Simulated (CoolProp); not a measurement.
Vapour-liquid equilibrium of CHF3 (R23) (1) + R152A (2) at 285 kPa; x and y are mole fractions of (1).

Values from CoolProp's multi-fluid Helmholtz-energy mixture model, Penoncello 2003 and Outcalt 1996; pair parameters Bell 2016.

Task: Give the bubble temperature and the first vapour's composition at x = 0.2, 0.425, 0.5. Is there an azeotrope?

Result: x = 0.2: 248.9 K, y = 0.699; x = 0.425: 231.7 K, y = 0.902; x = 0.5: 227.7 K, y = 0.931. No azeotrope shows between x = 0.05 and 0.95.

The pair parameters rest on a limited set of measurements; away from them the model extrapolates.
